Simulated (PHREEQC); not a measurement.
A column of 1 m (30 cells, dispersivity 0.08 m, 720 s a shift, diffusion coefficient 3e-10 m²/s) holds 0.047 eq of the database's cation exchanger X per kg of pore water, first in equilibrium with 0.0018 mol/kgw PbCl2, 0.00041 mol/kgw MnCl2 and 1e-05 mol/kgw HCl. It is flushed with 0.0011 mol/kgw LiCl, 0.01 mol/kgw CdCl2, 0.0072 mol/kgw KCl and 1e-05 mol/kgw HCl, at 15 °C. Values are for the last cell. CO2 from the air is kept out. Nothing may precipitate in this run.

Base run: PHREEQC, ion-association model, phreeqc.dat. Each further column changes one thing. The table gives K in solution (mol/kgw).

```json
[
 {"pore volumes": "0", "base": "0", "exchange capacity from 0.047 to 0.024 eq/kgw": "0", "dispersivity from 0.08 to 0.16 m": "0"},
 {"pore volumes": "1.017", "base": "0.000484", "exchange capacity from 0.047 to 0.024 eq/kgw": "0.00142", "dispersivity from 0.08 to 0.16 m": "0.00103"},
 {"pore volumes": "2.017", "base": "0.00395", "exchange capacity from 0.047 to 0.024 eq/kgw": "0.00550", "dispersivity from 0.08 to 0.16 m": "0.00413"},
 {"pore volumes": "3.017", "base": "0.00579", "exchange capacity from 0.047 to 0.024 eq/kgw": "0.00669", "dispersivity from 0.08 to 0.16 m": "0.00569"},
 {"pore volumes": "4.017", "base": "0.00652", "exchange capacity from 0.047 to 0.024 eq/kgw": "0.00701", "dispersivity from 0.08 to 0.16 m": "0.00639"},
 {"pore volumes": "5.017", "base": "0.00683", "exchange capacity from 0.047 to 0.024 eq/kgw": "0.00712", "dispersivity from 0.08 to 0.16 m": "0.00673"},
 {"pore volumes": "6.017", "base": "0.00698", "exchange capacity from 0.047 to 0.024 eq/kgw": "0.00716", "dispersivity from 0.08 to 0.16 m": "0.00691"}
]
```
